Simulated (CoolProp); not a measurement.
The fluid at 423.19 K and 3.78 MPa (liquid) is heated at constant pressure to 540 K. The same conditions are run with several fluids, on thermodynamics alone (safety and materials aside).

Computed with CoolProp (reference Helmholtz-energy equation of state of each fluid (ethanol: Schroeder 2014; propylene glycol: Eisenbach 2021; tetrahydrofuran: Fiedler 2023; n-undecane: Aleksandrov 2011)).

```
fluid             heat (kJ/kg)  final phase  final density (kg/m³)
----------------  ------------  -----------  ---------------------
ethanol                    899          gas                   46.4
propylene glycol           406       liquid                    807
tetrahydrofuran            502          gas                   89.4
n-undecane                 340       liquid                    543
```
